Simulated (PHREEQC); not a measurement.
Consider water at 20 °C with 0.0024 mol/kgw KOH, 0.011 mol/kgw CO2 and 0.11 mol/kgw K2CO3. Closed to the air; pH follows from the charge balance.

Model: ion-association model, wateq4f.dat, run in PHREEQC.

This is a speciation only: nothing precipitates in the calculation.

**Question.** Estimate the pH, ionic strength, activity of water.

**Answer.** pH 10.65; ionic strength 0.323 mol/kgw; activity of water 0.994.

**Question.** In which forms is C present?

**Answer.** CO3-2 83 %, HCO3- 17 % of the C.
